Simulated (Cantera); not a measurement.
Cantera run:

```python
import numpy as np
import cantera as ct

gas_names = """
    Cr CrN H H2 N NH NH2 NH3 N2 N2H2 N2H4
""".split()
cond_names = """
    Cr(cr) Cr(L) CrN(s) Cr2N(s)
""".split()


def load(file, names, dense=False):
    # The tables refer to 1 bar. Condensed volumes are neglected.
    table = {s.name: s for s in ct.Species.list_from_file(file)}
    out = []
    for n in names:
        d = dict(table[n].input_data)
        d["thermo"] = dict(d["thermo"], **{"reference-pressure": 1e5})
        if dense:
            d["equation-of-state"] = {"model": "constant-volume", "density": "1e6 g/cm^3"}
        out.append(ct.Species.from_dict(d))
    return out


gas = ct.Solution(thermo="ideal-gas", species=load("nasa_gas.yaml", gas_names))
cond = {s.name: ct.Solution(thermo="fixed-stoichiometry", species=[s], name=s.name)
        for s in load("nasa_condensed.yaml", cond_names, dense=True)}
atoms = {
    'Cr': {'Cr': 1},
    'NH3': {'N': 1, 'H': 3},
}
top_T = {'CrN(s)': 1900, 'Cr2N(s)': 1900}  # K; cautious upper limits of use, not melting points


def equilibrate(T, P, feed):
    n = {}
    for name, mol in feed.items():
        for a, k in atoms[name].items():
            n[a] = n.get(a, 0.0) + k * mol
    gas.TPX = T, P, n
    mass = sum(n.values()) * gas.mean_molecular_weight
    gas.equilibrate("TP")
    valid = [c for c in cond.values() if c.min_temp <= T <= top_T.get(c.name, c.max_temp)]
    mix = ct.Mixture([(gas, mass / gas.mean_molecular_weight)] + [(c, 0.0) for c in valid])
    mix.T, mix.P = T, P
    mix.equilibrate("TP", solver="vcs", rtol=1e-11, max_steps=5000)
    return mix


results = []
feed = {'Cr': 1, 'NH3': 0.84}  # mol
P = 0.16  # Pa
for T in [1448, 1548, 1648, 1748, 1848, 1948, 2048, 2148, 2248, 2348, 2448]:
    mix = equilibrate(T, P, feed)
    results.append((T, P, feed, dict(zip(mix.species_names, mix.species_moles))))

top = {s: max(r[3][s] / sum(r[3][g] for g in gas_names) for r in results) for s in gas_names}
cols = sorted((s for s in top if top[s] > 0.0001), key=lambda s: -top[s])[:6]
seen = [c for c in cond_names if any(r[3].get(c, 0) > 1e-12 for r in results)]
print("log10 of partial pressures in bar; condensed amounts in mol")
print(f"{'T/K':>10s}" + "".join(f"{s[:9]:>10s}" for s in cols + seen))
for T, P, feed, n in results:
    ng = sum(n[g] for g in gas_names)
    print(f"{T:10.4g}" + "".join(f"{np.log10(max(n[s] / ng * P / 1e5, 1e-99)):10.3f}" for s in cols)
          + "".join(f"{n.get(c, 0):10.4g}" for c in seen))
```

Result:

```
log10 of partial pressures in bar; condensed amounts in mol
       T/K        H2         H        Cr        N2    Cr(cr)
      1448    -5.978    -8.024    -6.732    -6.453    0.7791
      1548    -6.135    -7.579    -6.228    -6.604         0
      1648    -6.156    -7.129    -6.234    -6.611         0
      1748    -6.208    -6.745    -6.249    -6.626         0
      1848    -6.317    -6.434    -6.277    -6.654         0
      1948    -6.525    -6.209    -6.317    -6.694         0
      2048    -6.857    -6.079    -6.355    -6.732         0
      2148    -7.282    -6.021    -6.377    -6.754         0
      2248    -7.734    -6.001    -6.386    -6.763         0
      2348    -8.171    -5.994    -6.390    -6.766         0
      2448    -8.581    -5.992    -6.391    -6.768         0
```

These are equilibrium values from Cantera (NASA tables, ideal gas, pure condensed phases), not measurements of a reactor.
